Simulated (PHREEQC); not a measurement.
PHREEQC input (ion-association model, phreeqc.dat):

```
SOLUTION 1
  temp 25
  units mol/kgw
  pH 7 charge
  Cl 0.068
  Ca 0.034
END
SELECTED_OUTPUT 1
  -reset false
  -pH true
  -pe true
  -ionic_strength true
  -water true
  -totals Ca Cl Mg S Zn S(-2) S(6)
  -molalities H+ Ca+2 Mg+2 Cl- SO4-2 Zn+2 OH- O2 HSO4- S-2
    HS- H2S CaOH+ CaSO4 CaHSO4+ MgOH+ MgSO4 ZnOH+ Zn(OH)2 Zn(OH)3-
    Zn(OH)4-2 ZnCl+ ZnCl2 ZnCl3- ZnCl4-2 ZnOHCl Zn(HS)2 Zn(HS)3- ZnSO4 Zn(SO4)2-2
  -equilibrium_phases Zn(OH)2(e) Gypsum
PRINT
  -reset false
USE solution 1
REACTION 1
  MgSO4 1
  0 0.00208 0.00417 0.00625 0.00833 0.0104 0.0125 0.0146 0.0167 0.0187 0.0208 0.0229 0.025 moles
EQUILIBRIUM_PHASES 1
  Zn(OH)2(e) 0 0.5
  Gypsum 0 0
  O2(g) -0.68 10
END
```

Selected output (columns that matter, 13 of 13 rows; MgSO4 added (mol) added in front):

```
MgSO4 added (mol)	pH	mu	Ca	Cl	Mg	S	Zn	m_H+	m_Ca+2	m_Mg+2	m_Cl-	m_SO4-2	m_Zn+2	Gypsum
0	8.7202	0.10201	0.034	0.068	0	0	9.0586e-06	2.3096e-09	0.033999	0	0.067999	0	3.079e-06	0
0.00208	8.6943	0.10645	0.034	0.068	0.00208	0.00208	9.7555e-06	2.4572e-09	0.033104	0.0020038	0.067999	0.0011111	3.5189e-06	0
0.00417	8.6752	0.11082	0.034	0.068	0.00417	0.00417	1.0375e-05	2.5727e-09	0.032312	0.0038873	0.067999	0.0022034	3.8934e-06	0
0.00625	8.6606	0.11509	0.034	0.068	0.00625	0.00625	1.0932e-05	2.6657e-09	0.031609	0.0056559	0.067999	0.0032702	4.2166e-06	0
0.00833	8.6489	0.11928	0.034	0.068	0.00833	0.00833	1.1444e-05	2.743e-09	0.030977	0.0073364	0.067999	0.0043195	4.5019e-06	0
0.0104	8.6395	0.1234	0.034	0.068	0.0104	0.0104	1.1919e-05	2.8081e-09	0.030407	0.0089348	0.067998	0.0053484	4.7561e-06	0
0.0125	8.6315	0.12751	0.034	0.068	0.0125	0.0125	1.237e-05	2.865e-09	0.029879	0.010491	0.067998	0.0063784	4.9893e-06	0
0.0146	8.6243	0.13128	0.033849	0.068	0.0146	0.014449	1.2798e-05	2.9171e-09	0.0293	0.01201	0.067999	0.0073189	5.2083e-06	0.00015156
0.0167	8.615	0.1328	0.032606	0.068003	0.016701	0.015305	1.3213e-05	2.9818e-09	0.028059	0.013632	0.068002	0.0076988	5.457e-06	0.0013954
0.0187	8.6071	0.13434	0.031472	0.068006	0.018702	0.01617	1.3594e-05	3.0383e-09	0.026926	0.015148	0.068005	0.0080816	5.6813e-06	0.0025311
0.0208	8.5997	0.13604	0.030333	0.068009	0.020803	0.017131	1.398e-05	3.0926e-09	0.025789	0.016711	0.068007	0.0085058	5.9042e-06	0.0036711
0.0229	8.593	0.13783	0.029248	0.068012	0.022904	0.018146	1.4354e-05	3.1423e-09	0.024706	0.018241	0.06801	0.0089529	6.1148e-06	0.0047567
0.025	8.5871	0.13971	0.028218	0.068014	0.025005	0.019216	1.4716e-05	3.1878e-09	0.023677	0.019741	0.068012	0.009423	6.3137e-06	0.0057879
```
